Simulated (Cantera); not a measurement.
A closed system holds: 1 mol C2H6, 0.043 mol H2O, 0.12 mol O2, at 750 K and 0.720 bar.

Cantera equilibrium calculation (NASA polynomials, part measured and part estimated; ideal gas, pure solids and liquids). Candidate condensed phases: C, C6H6, C7H8, C8H18, H2O; 110 gas species. Equilibrium is a limit: real reactors are often held back by kinetics, nucleation or transport.

Base state: CH4 0.438, H2 0.436, H2O 0.116, CO2 0.00656, CO 0.00405 (mole fractions); condensed: C(graphite).

### Question
What changes in the equilibrium state with this change: C2H6 replaced by CH3OH?

### Answer
```csv
species,before,after
H2O,0.116,0.355
H2,0.436,0.292
CH4,0.438,0.195
CO2,0.00656,0.139
CO,0.00405,0.0186
"C(graphite), mol",1.04,0.305
```
